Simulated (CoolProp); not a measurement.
Values from CoolProp's reference Helmholtz-energy equation of state, Penoncello 2003.

Q: For CHF3 (R23), give the phase and the isothermal compressibility (1/MPa), Prandtl number at -123.15 °C and 1.01 bar.

A: 
- -123.15 °C and 1.01 bar: liquid; isothermal compressibility 0.000938, Prandtl number 4.54

Viscosity comes from a separate model (Shan 2000). Thermal conductivity comes from a separate model (Shan 2000).
